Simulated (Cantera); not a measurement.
A freely propagating, adiabatic, planar premixed flame of C2H6 : O2 : N2 : CO2 : H2O = 1 : 3.89 : 14.6 : 2.6 : 0.35 (molar parts), unburnt at 498 K and 2.00 bar; mixture-averaged transport, grid criteria slope 0.08 and curve 0.16, no radiation.

Model: GRI-Mech 3.0 (53 species, 325 reactions), integrated in Cantera. Burning velocities carry a grid error of a few per cent, more on coarse grids.

x: mole fraction of selected species; z is measured from the peak of heat release.

```tsv
z (mm)	T (K)	u (m/s)	x C2H6	x O2	x CO2	x C2H4	x H2O2	x CH4
-0.932	499	0.377	0.0445	0.173	0.116	1.65e-6	4.97e-7	2.13e-6
-0.621	502	0.380	0.0444	0.173	0.116	1.01e-5	2.54e-6	1.01e-5
-0.466	514	0.390	0.0442	0.171	0.115	4.99e-5	9.86e-6	3.58e-5
-0.311	(withheld)	0.441	0.0427	0.164	0.115	(withheld)	(withheld)	(withheld)
-0.155	896	0.695	0.0308	0.132	0.119	0.00268	0.000194	0.000744
-0.0777	1233	0.970	0.0140	0.0964	0.126	0.00474	0.000145	0.00133
0	1584	1.26	0.000758	0.0571	0.141	0.00189	2.85e-6	0.000950
0.0777	1730	1.37	5.88e-7	0.0378	0.157	3.83e-5	7.28e-7	6.65e-5
0.155	1793	1.41	<1e-8	0.0317	0.168	2.81e-7	6.01e-7	1.87e-6
0.311	1866	1.46	<1e-8	0.0271	0.177	<1e-8	4.11e-7	<1e-8
0.621	1936	1.51	<1e-8	0.0234	0.184	<1e-8	2.55e-7	<1e-8
1.24	1990	1.55	<1e-8	(withheld)	0.190	<1e-8	(withheld)	<1e-8
2.49	2024	1.57	<1e-8	0.0185	0.195	<1e-8	9.76e-8	<1e-8
```

Problem. What belongs in the gaps?

Solution. 
- -0.311, T (K): 578
- -0.311, x C2H4: 0.000363
- -0.311, x H2O2: 4.93e-5
- -0.311, x CH4: 0.000165
- 1.24, x O2: 0.0205
- 1.24, x H2O2: 1.54e-7
